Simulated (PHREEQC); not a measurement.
A PHREEQC input (ion-association model, wateq4f.dat):

```
SOLUTION 1
  temp 20
  units mgL
  pH 6.26
  pe -1
  Na 0.0209
  K 0.0119
  Ca 0.0374
  Mg 0.000213
  Cl 0.0271
  S(6) 0.044 as SO4
  Alkalinity 0.0864 as HCO3
  Ba 0.00019
END
USE solution 1
EQUILIBRIUM_PHASES 1
  CO2(g) -3.4 10
END
```

It stops with these messages:

```
ERROR: Calculations terminating due to input errors.
```

The fault: a unit that the program doesn't know. The line should read `units mg/L` where the input has `units mgL`. With the mend the run ends at pH 5.71 and ionic strength 6.44e-6 mol/kgw.
